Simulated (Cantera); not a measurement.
A closed system holds: 1 mol Si3N4, 0.023 mol CO2, 60 mol N2, equilibrated at 13.3 mbar.

Method: chemical equilibrium by Gibbs-energy minimisation in Cantera with the NASA 1993 tables (ideal gas, pure condensed phases). Candidate condensed phases: C, Si, SiC, SiO2, Si2N2O, Si3N4; 34 gas species. Mutual solubility and eutectic melting of coexisting phases are not modelled. Equilibrium is a limit: real reactors are often held back by kinetics, nucleation or transport.

Task: Which condensed phases are stable at each of these points (T (K)): 900, 1000, 1100, 1200, 1300, 1400, 1500, 1600, 1700, 1800, 1900, 2000, 2100, 2200?

Result: 
```
T (K)                    condensed phases  Si condensed (%)
-----  ----------------------------------  ----------------
900    C(graphite) + Si2N2O(s) + Si3N4(s)             100.0
1000   C(graphite) + Si2N2O(s) + Si3N4(s)             100.0
1100   C(graphite) + Si2N2O(s) + Si3N4(s)             100.0
1200   C(graphite) + Si2N2O(s) + Si3N4(s)             100.0
1300   C(graphite) + Si2N2O(s) + Si3N4(s)             100.0
1400        SiC(s) + Si2N2O(s) + Si3N4(s)             100.0
1500                 Si2N2O(s) + Si3N4(s)             100.0
1600                 Si2N2O(s) + Si3N4(s)              99.6
1700                    SiC(s) + Si3N4(s)              99.2
1800                    SiC(s) + Si3N4(s)              98.3
1900                       Si(l) + SiC(s)              96.3
2000                       Si(l) + SiC(s)              90.8
2100                                Si(l)              74.6
2200                                Si(l)              32.5
```

From 900 K to 1300 K the condensed part is C(graphite) + Si2N2O(s) + Si3N4(s). At 1400 K the condensed part is SiC(s) + Si2N2O(s) + Si3N4(s). From 1500 K to 1600 K the condensed part is Si2N2O(s) + Si3N4(s). From 1700 K to 1800 K the condensed part is SiC(s) + Si3N4(s). From 1900 K to 2000 K the condensed part is Si(l) + SiC(s). From 2100 K to 2200 K the condensed part is Si(l).
